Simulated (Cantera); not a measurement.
Input (Python, Cantera) and output of one run.

```python
import numpy as np
import cantera as ct

gas_names = """
    F F2 H HF H2 H2F2 H3F3 H4F4 H5F5 H6F6 H7F7 Si SiF SiF2 SiF3 SiF4 SiH SiHF3 SiH2 SiH2F2 SiH3 SiH3F
    SiH4 Si2 Si3
""".split()
cond_names = """
    Si(cr) Si(L)
""".split()


# ... load() reads the species with a 1 bar reference pressure and builds the phases ...
atoms = {
    'Si': {'Si': 1},
    'HF': {'H': 1, 'F': 1},
}
top_T = {}  # K; cautious upper limits of use, not melting points


# ... equilibrate(T, P, feed) seeds the gas with the atoms and calls Mixture.equilibrate('TP', solver="vcs", rtol=1e-11, max_steps=5000) ...
results = []
feed = {'Si': 1, 'HF': 5.8}  # mol
T = 998  # K
P = 2900  # Pa
mix = equilibrate(T, P, feed)
results.append((T, P, feed, dict(zip(mix.species_names, mix.species_moles))))
print(gas.report(threshold=1e-06))
for i in range(1, mix.n_phases):
    print(f"{mix.phase(i).name:16s} {mix.phase_moles(i):12.5e} mol")
```

It prints:

```
       temperature   998 K
          pressure   2900 Pa
           density   0.010494 kg/m^3
  mean mol. weight   30.025 kg/kmol
   phase of matter   gas

                          1 kg             1 kmol
                     ---------------   ---------------
          enthalpy       -1.3613e+07       -4.0875e+08  J
   internal energy        -1.389e+07       -4.1704e+08  J
           entropy            8913.2        2.6762e+05  J/K
    Gibbs function       -2.2509e+07       -6.7583e+08  J
 heat capacity c_p            1504.9             45184  J/K
 heat capacity c_v            1227.9             36870  J/K

                      mass frac. Y      mole frac. X     chem. pot. / RT
                     ---------------   ---------------   ---------------
                HF           0.24987             0.375           -60.049
                H2          0.027976           0.41667           -21.916
              SiF4           0.72215           0.20833           -239.02
     [  +22 minor]        1.6779e-06        6.8012e-07

Si(cr)            0.00000e+00 mol
```

Method: chemical equilibrium by Gibbs-energy minimisation in Cantera with the NASA 1993 tables (ideal gas, pure condensed phases).
